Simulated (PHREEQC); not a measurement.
**Copper plating or etch bath**

A solution holds 0.016 mol/kgw CuSO4, 0.00079 mol/kgw H2SO4 and 0.017 mol/kgw NaCl, at 20 °C. Closed to the air; pH follows from the charge balance.

All values are PHREEQC results (ion-association model, phreeqc.dat), not measurements.

Each row changes one thing in this solution. No solid was allowed to form.

```json
[
 {"case": "as made", "pH": "3.03", "ionic strength (mol/kgw)": "0.0621", "SO4-2 (mol/kgw)": "0.0111", "HSO4- (mol/kgw)": "0.000485"},
 {"case": "0.0016 mol/kgw NaHCO3 added", "pH": "4.44", "ionic strength (mol/kgw)": "?", "SO4-2 (mol/kgw)": "0.0115", "HSO4- (mol/kgw)": "1.94e-5"},
 {"case": "CuSO4 left out", "pH": "2.87", "ionic strength (mol/kgw)": "?", "SO4-2 (mol/kgw)": "?", "HSO4- (mol/kgw)": "?"},
 {"case": "CuSO4 from 0.016 to 0.0016 mol/kgw", "pH": "2.90", "ionic strength (mol/kgw)": "0.0245", "SO4-2 (mol/kgw)": "0.00198", "HSO4- (mol/kgw)": "?"},
 {"case": "NaCl left out", "pH": "3.04", "ionic strength (mol/kgw)": "0.0437", "SO4-2 (mol/kgw)": "0.0109", "HSO4- (mol/kgw)": "0.000508"}
]
```

Problem. Complete the blanks.

Solution. 
- 0.0016 mol/kgw NaHCO3 added, ionic strength (mol/kgw): 0.0627
- CuSO4 left out, ionic strength (mol/kgw): 0.0192
- CuSO4 left out, SO4-2 (mol/kgw): 0.000700
- CuSO4 left out, HSO4- (mol/kgw): 5.61e-5
- CuSO4 from 0.016 to 0.0016 mol/kgw, HSO4- (mol/kgw): 0.000142

Species that the database lacks are ignored.
